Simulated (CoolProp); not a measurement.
Fluorine along the isotherm -113.85 °C: Z from the reference equation and from simpler models built on Tc = -128.7 °C, pc = 5.240 MPa, ω = 0.045; each cubic takes its own stable root.

Values from CoolProp's reference Helmholtz-energy equation of state, de Reuck 1990.

```csv
p (MPa),phase,reference
0.0632,gas,0.9971
0.102,gas,0.9953
0.165,gas,0.9924
0.267,gas,0.9877
0.431,gas,0.9800
0.696,gas,0.9673
1.12,gas,0.9463
1.82,gas,0.9100
2.94,gas,0.8478
4.74,gas,0.7350
7.66,supercritical,0.5006
12.4,supercritical,0.4242
20,supercritical,0.5719
```

Problem. How far does each simpler model (van der Waals, Redlich-Kwong, Soave-Redlich-Kwong) lie from the reference over these 13 states: mean and median of the absolute difference, and the worst?

Solution. 
- van der Waals: mean 4.0 %, median 0.1 %, worst +23.5 % at -113.85 °C and 20 MPa
- Redlich-Kwong: mean 1.1 %, median 0.3 %, worst +7.3 % at -113.85 °C and 12.4 MPa
- Soave-Redlich-Kwong: mean 1.3 %, median 0.2 %, worst +8.6 % at -113.85 °C and 12.4 MPa
